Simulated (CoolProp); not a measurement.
R365MFC at 411.59 K and 0.917 MPa is throttled through a valve to 0.138 MPa with no heat exchange. Each further row changes one setting.

The numbers come from the reference Helmholtz-energy equation of state, Lemmon 2016 in CoolProp.

```json
[
 {"case": "as stated", "temperature change (K)": "-10.1", "final density (kg/m³)": "6.27"},
 {"case": "outlet pressure 0.0414 MPa", "temperature change (K)": "-11.3", "final density (kg/m³)": "1.86"},
 {"case": "outlet pressure 0.179 MPa", "temperature change (K)": "-9.7", "final density (kg/m³)": "8.19"}
]
```
